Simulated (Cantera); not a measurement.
A Cantera script and its output.

```python
import numpy as np
import cantera as ct

gas = ct.Solution("gri30.yaml")
gas.TPX = 800, 92000, {'CH4': 1, 'H2': 0.78, 'O2': 1.71, 'N2': 18.8, 'H2O': 3.2}
inlet = ct.Reservoir(gas, clone=True)
gas.equilibrate("HP")  # start burning
reactor = ct.IdealGasConstPressureReactor(gas, energy="on", clone=False)
exhaust = ct.Reservoir(gas, clone=True)
tau = [0.18, 0.061, 0.021, 0.0071, 0.0024, 0.00082, 0.00028, 9.5e-05, 3.2e-05, 1.1e-05][0]
for a, b in ((inlet, reactor), (reactor, exhaust)):
    ct.MassFlowController(a, b, mdot=lambda t: reactor.mass / tau)
net = ct.ReactorNet([reactor])
show = ['CH4', 'H2', 'O2', 'NO', 'OH', 'CH3']

rows = []
print(f"{'tau/s':>10s}{'T/K':>9s}" + "".join(f"{s:>11s}" for s in show))
for tau in [0.18, 0.061, 0.021, 0.0071, 0.0024, 0.00082, 0.00028, 9.5e-05, 3.2e-05, 1.1e-05]:
    net.initial_time = 0.0
    net.advance(30 * tau)
    before = gas.X
    net.advance(40 * tau)
    drift = np.max(np.abs(gas.X - before) / (gas.X + 1e-9))
    rows.append([gas.T, *gas[show].X, drift])
    print(f"{tau:10.3e}{gas.T:9.1f}" + "".join(f"{x:11.3e}" for x in gas[show].X))
```

Result:

```
     tau/s      T/K        CH4         H2         O2         NO         OH        CH3
 1.800e-01   1492.8  3.032e-03  2.570e-02  1.823e-03  9.581e-08  7.822e-06  7.173e-05
 6.100e-02   1471.1  3.319e-03  2.544e-02  3.470e-03  1.095e-07  1.169e-05  1.084e-04
 2.100e-02   1411.6  4.695e-03  2.522e-02  8.345e-03  5.658e-08  1.327e-05  1.520e-04
 7.100e-03    800.0  3.923e-02  3.060e-02  6.709e-02 -2.685e-22  3.785e-16  1.357e-12
 2.400e-03    800.0  3.923e-02  3.060e-02  6.709e-02  2.447e-28  3.243e-16  1.054e-12
 8.200e-04    800.0  3.923e-02  3.060e-02  6.709e-02  5.507e-30  2.558e-16  6.525e-13
 2.800e-04    800.0  3.923e-02  3.060e-02  6.709e-02  1.339e-30  1.948e-16  3.088e-13
 9.500e-05    800.0  3.923e-02  3.060e-02  6.709e-02  3.228e-31  1.523e-16  1.200e-13
 3.200e-05    800.0  3.923e-02  3.060e-02  6.709e-02  6.663e-32  1.139e-16  4.188e-14
 1.100e-05    800.0  3.923e-02  3.060e-02  6.709e-02  9.462e-33  6.971e-17  1.414e-14
```

Cantera simulation using GRI-Mech 3.0 (53 species, 325 reactions); the numbers are that mechanism's predictions, not measurements.
